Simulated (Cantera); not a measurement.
Input: 1 mol acetone, 0.021 mol NH3, equilibrated at 10.0 mbar.

Method: chemical equilibrium by Gibbs-energy minimisation in Cantera with the NASA 1993 tables (ideal gas, pure condensed phases). Candidate condensed phases: C, C6H6, C7H8, C8H18, H2O; 169 gas species. Ions and electrons are included (thermal ionisation). The feed counts by its element totals alone. Kinetics and transport are ignored.

Q: Which condensed phases are stable at each of these points (T (°C)): 2227, 2477, 2727, 2977, 3227, 3477, 3727, 3977, 4227, 4477, 4727?

A: 
| T (°C) | condensed phases | C condensed (%) |
|---|---|---|
| 2227 | C(graphite) | 64.4 |
| 2477 | C(graphite) | 61.1 |
| 2727 | C(graphite) | 36.4 |
| 2977 | gas only | 0.0 |
| 3227 | gas only | 0.0 |
| 3477 | gas only | 0.0 |
| 3727 | gas only | 0.0 |
| 3977 | gas only | 0.0 |
| 4227 | gas only | 0.0 |
| 4477 | gas only | 0.0 |
| 4727 | gas only | 0.0 |

From 2227 °C to 2727 °C the condensed part is C(graphite). From 2977 °C to 4727 °C nothing is condensed.
